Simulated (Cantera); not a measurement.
An isothermal, constant-pressure homogeneous reactor starts with CH4 : N2 = 1 : 19 (molar parts), at 1450 K and 21.0 Torr.

Detailed kinetics in Cantera: GRI-Mech 3.0 (53 species, 325 reactions). GRI-Mech 3.0 stops at C3 and has no aromatics, soot or wall deposition, so with more carbon than oxygen in the feed, carbon stays in small species such as C2H2 where larger ones or solid carbon would form. Radical loss at walls, strong at low pressure, is not modelled.

Predict: x(CH4) at 4.00 s; x(H2) at 4.00 s; x(H) at 4.00 s; x(C2H2) at 4.00 s; x(CH2) at 4.00 s; x(CH3) at 4.00 s.


```
Item                                                 Result
-----------------  ----------------------------------------
x(CH4) at 4.00 s     0.0385 (gas-phase equilibrium 6.22e-5)
x(H2) at 4.00 s       0.0157 (gas-phase equilibrium 0.0713)
x(H) at 4.00 s      2.27e-6 (gas-phase equilibrium 1.52e-5)
x(C2H2) at 4.00 s   0.00478 (gas-phase equilibrium 0.00622)
x(CH2) at 4.00 s   1.05e-8 (gas-phase equilibrium 4.41e-11)
x(CH3) at 4.00 s   0.000106 (gas-phase equilibrium 2.67e-7)
```
